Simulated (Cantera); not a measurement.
An adiabatic, constant-pressure homogeneous reactor starts with 3.54 % CH4, 20.2 % O2, 76.2 % N2, equivalence ratio 0.35, at 1650 K and 25.0 bar.

Cantera simulation using GRI-Mech 3.0 (53 species, 325 reactions); the numbers are that mechanism's predictions, not measurements. The pressure lies above the range GRI-Mech 3.0 was tuned for (to about 10 atm).

Task: Predict: time of steepest temperature rise; temperature at 0.400 s; equilibrium temperature; x(O2) at 0.400 s; x(N2O) at 0.400 s; x(NO) at 0.400 s.

Result: 
* **time of steepest temperature rise**: 20.1 µs
* **temperature at 0.400 s**: 2350 K
* **equilibrium temperature**: 2350 K
* **x(O2) at 0.400 s**: 0.124 (gas-phase equilibrium 0.124)
* **x(N2O) at 0.400 s**: 3.56e-6 (gas-phase equilibrium 3.56e-6)
* **x(NO) at 0.400 s**: 0.0131 (gas-phase equilibrium 0.0131)
